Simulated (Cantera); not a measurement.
Input (Python, Cantera):

```python
import numpy as np
import cantera as ct

gas = ct.Solution("gri30.yaml")
gas.TPX = 600, 39000, {'CH4': 0.62, 'O2': 4.26, 'N2': 16}
inlet = ct.Reservoir(gas, clone=True)
gas.equilibrate("HP")  # start burning
reactor = ct.IdealGasConstPressureReactor(gas, energy="on", clone=False)
exhaust = ct.Reservoir(gas, clone=True)
tau = [0.36, 0.14, 0.053, 0.02, 0.0078, 0.003, 0.0012, 0.00044, 0.00017, 6.6e-05, 2.5e-05, 9.7e-06, 3.7e-06][0]
for a, b in ((inlet, reactor), (reactor, exhaust)):
    ct.MassFlowController(a, b, mdot=lambda t: reactor.mass / tau)
net = ct.ReactorNet([reactor])
show = ['CH4', 'O2', 'NO2', 'CO2', 'NO', 'H2O2']

rows = []
print(f"{'tau/s':>10s}{'T/K':>9s}" + "".join(f"{s:>11s}" for s in show))
for tau in [0.36, 0.14, 0.053, 0.02, 0.0078, 0.003, 0.0012, 0.00044, 0.00017, 6.6e-05, 2.5e-05, 9.7e-06, 3.7e-06]:
    net.initial_time = 0.0
    net.advance(30 * tau)
    before = gas.X
    net.advance(40 * tau)
    drift = np.max(np.abs(gas.X - before) / (gas.X + 1e-9))
    rows.append([gas.T, *gas[show].X, drift])
    print(f"{tau:10.3e}{gas.T:9.1f}" + "".join(f"{x:11.3e}" for x in gas[show].X))
```

It prints:

```
     tau/s      T/K        CH4         O2        NO2        CO2         NO       H2O2
 3.600e-01   1299.4  3.421e-05  1.448e-01  3.832e-09  2.931e-02  3.299e-07  1.468e-07
 1.400e-01   1295.3  6.360e-05  1.449e-01  2.169e-09  2.894e-02  2.175e-07  2.257e-07
 5.300e-02   1287.1  1.222e-04  1.453e-01  1.151e-09  2.820e-02  1.420e-07  3.535e-07
 2.000e-02   1270.9  2.481e-04  1.461e-01  6.442e-10  2.665e-02  9.786e-08  5.733e-07
 7.800e-03   1235.3  6.006e-04  1.482e-01  3.783e-10  2.322e-02  5.952e-08  1.060e-06
 3.000e-03    600.0  2.969e-02  2.040e-01 -2.509e-22 -1.487e-16 -1.151e-22 -2.189e-19
 1.200e-03    600.0  2.969e-02  2.040e-01 -4.843e-25 -2.870e-19 -2.222e-25 -4.003e-22
 4.400e-04    600.0  2.969e-02  2.040e-01 -1.863e-26 -1.104e-20 -8.548e-27 -1.234e-23
 1.700e-04    600.0  2.969e-02  2.040e-01 -1.061e-27 -6.287e-22 -4.868e-28 -2.413e-25
 6.600e-05    600.0  2.969e-02  2.040e-01 -6.701e-29 -3.971e-23 -3.075e-29  5.483e-26
 2.500e-05    600.0  2.969e-02  2.040e-01 -4.233e-30 -2.508e-24 -1.942e-30  1.358e-26
 9.700e-06    600.0  2.969e-02  2.040e-01 -2.674e-31 -1.584e-25 -1.227e-31  2.376e-27
 3.700e-06    600.0  2.969e-02  2.040e-01 -1.689e-32 -1.001e-26 -7.750e-33  3.716e-28
```

Model: GRI-Mech 3.0 (53 species, 325 reactions), integrated in Cantera.
